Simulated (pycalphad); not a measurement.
Effect of Si content in Ti-Fe-Si

Source of the numbers: pycalphad with the COST 507 light-alloy database (1999); pressure 1 atm. The data set is of 1999 and partly superseded. The system is extrapolated from its subsystems; higher-order compounds may be missing. Amounts are mole fractions of atoms. Diffusion is slow at the low end, where real alloys seldom reach equilibrium.

```tsv
alloy	liquidus (°C)	first solid	solidus (°C)	phases at 277 °C
Ti-3.29Fe-0.11Si (at.%)	1609	BCC_A2	1492	HCP_A3 0.93, FETI 0.07
Ti-3.29Fe-0.22Si (at.%)	1607	BCC_A2	1481	HCP_A3 0.93, FETI 0.07
Ti-3.29Fe-0.34Si (at.%)	1604	BCC_A2	1470	HCP_A3 0.93, FETI 0.07, SITI3 under 0.01
Ti-3.29Fe-0.45Si (at.%)	___	BCC_A2	___	___
Ti-3.29Fe-0.67Si (at.%)	1598	BCC_A2	1441	HCP_A3 0.92, FETI 0.07, SITI3 0.02
Ti-3.29Fe-1.8Si (at.%)	1577	BCC_A2	1368	HCP_A3 0.87, FETI 0.07, SITI3 0.06
```

Task: Complete the blanks.

Result: 
- Ti-3.29Fe-0.45Si (at.%), liquidus (°C): 1602
- Ti-3.29Fe-0.45Si (at.%), solidus (°C): 1460
- Ti-3.29Fe-0.45Si (at.%), phases at 277 °C: HCP_A3 0.93, FETI 0.07, SITI3 0.01

Database names, with the compositions (at.%) that they take in these runs: FETI: Ti 50 Fe 50; SITI3: Ti 75 Si 25. BCC_A2 is bcc; HCP_A3 is hcp.
